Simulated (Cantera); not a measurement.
Low-pressure radical oxidation in H2/O2

An isothermal, constant-pressure homogeneous reactor starts with H₂ : O₂ : N₂ = 0.23 : 1 : 0.79 (molar parts), equivalence ratio 0.12, at 1375 K and 0.0118 atm.

Model: GRI-Mech 3.0 (53 species, 325 reactions), integrated in Cantera. Radical loss at walls, strong at low pressure, is not modelled. The temperature is held fixed by assumption; the heat of reaction is taken as removed at once.

```csv
t (s),x H₂,x O₂,x O,x HO₂,x OH
5.00e-6,0.114,0.495,2.09e-10,4.17e-9,2.05e-10
4.46e-5,0.114,0.495,1.24e-8,3.72e-8,1.08e-8
0.000398,0.114,0.495,4.76e-6,3.35e-7,3.66e-6
0.00355,0.00528,0.422,0.0518,2.24e-6,0.00950
0.0316,0.00362,0.437,0.0323,2.27e-6,0.00801
0.282,0.000265,0.462,0.00213,8.75e-7,0.00222
2.51,5.64e-6,0.464,4.51e-5,5.42e-8,0.000326
22.4,5.51e-7,0.465,4.41e-6,4.68e-8,0.000102
200,4.98e-7,0.465,3.99e-6,4.84e-8,9.69e-5
```
x: mole fraction; the columns are a selection and need not sum to one.

Equilibrium at this temperature and pressure: H₂ 4.98e-7, O₂ 0.464, O 3.98e-6, HO₂ 4.84e-8, OH 9.69e-5 (gas phase only).
